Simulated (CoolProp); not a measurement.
Octamethylcyclotetrasiloxane (D4) along the isotherm 346.85 °C: density (kg/m³) from the reference equation and from simpler models built on Tc = 313.4 °C, pc = 1.347 MPa, ω = 0.598; each cubic takes its own stable root.

Computed with CoolProp (reference Helmholtz-energy equation of state, Thol 2015).

```tsv
p (MPa)	phase	reference	ideal gas	van der Waals	Soave-Redlich-Kwong
0.518	gas	33.76	29.81	33.46	33.53
1.04	gas	80.48	59.84	79.79	78.88
1.55	supercritical	155.5	89.19	172.5	148.6
2.07	supercritical	311.3	119.1	308.3	270.3
2.59	supercritical	420.8	149.0	345.4	353.0
3.11	supercritical	467.8	178.9	367.7	398.8
3.63	supercritical	496.3	208.9	384.0	430.5
4.15	supercritical	516.8	238.8	396.9	455.0
4.66	supercritical	532.6	268.1	407.5	474.7
5.18	supercritical	545.9	298.1	416.7	491.7
5.7	supercritical	557.2	328.0	424.8	506.6
6.22	supercritical	567.2	357.9	432.0	519.7
6.74	supercritical	576.0	387.8	438.5	531.5
```
